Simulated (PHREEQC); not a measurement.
Nickel, zinc or cadmium bath

Make-up at 60 °C: 0.00064 mol ZnSO4, 0.022 mol NaOH and 5.7e-05 mol H2SO4 per kg of water. Closed to the air; pH follows from the charge balance.

Computed with PHREEQC (ion-association model, phreeqc.dat).

No solid was allowed to form.

**Question.** Predict the pH, specific conductance.

**Answer.** pH 11.25; specific conductance 8950 µS/cm.

**Question.** In which forms is S present?

**Answer.** SO4-2 93 %, NaSO4- 6.8 % of the S.

At this temperature some constants are extrapolated from 25 °C, and those without enthalpy data are left unchanged.
